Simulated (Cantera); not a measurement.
Charge: 1 mol Si3N4, 7.8 mol H2, 0.17 mol O2, at 750 Torr.

Cantera equilibrium calculation (NASA polynomials, part measured and part estimated; ideal gas, pure solids and liquids). Candidate condensed phases: H2O, Si, SiO2, Si2N2O, Si3N4; 35 gas species. The tables' values for SiN are old estimates; treat these amounts as uncertain. Gases not in the tables: Si2H6 and higher silanes. The numbers say what is thermodynamically allowed, not how fast it happens.

Task: At 1927 °C, list the 6 most abundant gas species with their mole fractions, and the condensed phases.

Result: H2 0.764, N2 0.197, SiO 0.0334, H 0.00492, Si 0.000369, SiH2 0.000228. Condensed: Si(l).
